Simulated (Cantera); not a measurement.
Charge: 1 mol Al(CH3)3, 3.2 mol N2, 140 mol H2, held at 1552 °C.

Method: chemical equilibrium by Gibbs-energy minimisation in Cantera with the NASA 1993 tables (ideal gas, pure condensed phases). Candidate condensed phases: Al, AlN, C, C6H6, C7H8, C8H18; 97 gas species. The feed counts by its element totals alone. The numbers say what is thermodynamically allowed, not how fast it happens.

x: gas mole fraction; n: condensed amount in mol.

| P (Pa) | x H2 | x H | x N2 | x Al | x HCN | x CH4 | x C2H2 (acetylene) | n C(graphite) | n AlN(s) |
|---|---|---|---|---|---|---|---|---|---|
| 10 | 0.929 | 0.0425 | 0.0206 | 0.00656 | 0.000957 | 6.12e-8 | 0.000200 | 2.79 | 0 |
| 63 | 0.954 | ? | 0.0208 | 0.00660 | 0.000976 | ? | 0.000205 | 2.79 | 0 |
| 400 | 0.964 | ? | 0.0209 | 0.00653 | 0.000984 | ? | 0.000207 | 2.79 | 0 |
| 2500 | 0.977 | 0.00275 | 0.0183 | 0.00100 | 0.000927 | 1.69e-5 | 0.000210 | 2.79 | 0.842 |
| 16000 | 0.980 | 0.00109 | 0.0179 | 6.27e-5 | 0.000917 | 0.000109 | 0.000210 | 2.78 | 0.989 |
| 100000 | 0.980 | 0.000436 | 0.0179 | 4.01e-6 | 0.000916 | 0.000681 | 0.000210 | 2.70 | 0.999 |

Question: Fill in the missing entries.

Answer: 
- 400, x H: 0.00684
- 400, x CH4: 2.64e-6
- 63, x H: 0.0171
- 63, x CH4: 4.07e-7
